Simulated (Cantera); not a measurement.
# Thermodynamics of silicon nitride deposition, feed SiF4 + NH3

Input: 1 mol SiF4, 17 mol NH3, at 0.330 bar.

These are equilibrium values from Cantera (NASA tables, ideal gas, pure condensed phases), not measurements of a reactor. Candidate condensed phases: Si, Si3N4; 37 gas species. The tables' values for SiF3, SiF2 are old estimates; treat these amounts as uncertain. Rates play no part.

From 900 °C to 1300 °C the condensed part is Si3N4(s). The main Si-bearing gas is SiF4 throughout. The share of Si in condensed phases is highest at 1150 °C (1.8 %) and lowest at 1300 °C (0.6 %).

| T (°C) | x H2 | x N2 | x SiF4 | x HF | x SiF3 | n Si3N4(s) |
|---|---|---|---|---|---|---|
| 900 | 0.728 | 0.243 | 0.0279 | 0.00133 | 3.71e-5 | 0.00268 |
| 950 | 0.727 | 0.243 | 0.0277 | 0.00175 | 8.01e-5 | 0.00344 |
| 1000 | 0.727 | 0.243 | 0.0274 | 0.00226 | 0.000162 | 0.00424 |
| 1050 | 0.727 | 0.242 | 0.0270 | 0.00286 | 0.000310 | 0.00503 |
| 1100 | 0.726 | 0.242 | 0.0265 | 0.00354 | 0.000562 | 0.00568 |
| 1150 | 0.725 | 0.242 | 0.0258 | 0.00432 | 0.000971 | 0.00601 |
| 1200 | 0.724 | 0.242 | 0.0249 | 0.00517 | 0.00160 | 0.00575 |
| 1250 | 0.724 | 0.242 | 0.0238 | 0.00610 | 0.00252 | 0.00454 |
| 1300 | 0.722 | 0.242 | 0.0223 | 0.00709 | 0.00380 | 0.00190 |
x: gas mole fraction; n: condensed amount in mol.
